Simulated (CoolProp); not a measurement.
A single-stage vapour-compression cycle with n-butane: evaporating at 263.15 K (dew point), condensing at 303.15 K (bubble point), superheat 2 K, subcooling 0 K, compressor efficiency 0.75, no pressure losses. Each further row changes one setting.

Values from CoolProp's reference Helmholtz-energy equation of state, Bücker 2006.

```
case                              cooling COP  pressure ratio  discharge temperature (K)  refrigerating effect (kJ/kg)  volumetric capacity (kJ/m³)
--------------------------------  -----------  --------------  -------------------------  ----------------------------  ---------------------------
as stated                                4.20            4.07                      313.0                           303                          572
evaporating temperature 268.15 K         5.00            3.33                      311.5                    (withheld)                   (withheld)
condensing temperature 298.15 K          4.92      (withheld)                 (withheld)                           315                          596
subcooling 5 K                           4.37            4.07                      313.0                           315                   (withheld)
superheat 12 K                     (withheld)            4.07                      323.2                           319                          579
compressor efficiency 0.65               3.64            4.07                      318.9                           303                          572
```

Problem. What belongs in the gaps?

Solution. 
- evaporating temperature 268.15 K, refrigerating effect (kJ/kg): 310
- evaporating temperature 268.15 K, volumetric capacity (kJ/m³): 707
- condensing temperature 298.15 K, pressure ratio: 3.50
- condensing temperature 298.15 K, discharge temperature (K): 307.7
- subcooling 5 K, volumetric capacity (kJ/m³): 595
- superheat 12 K, cooling COP: 4.25
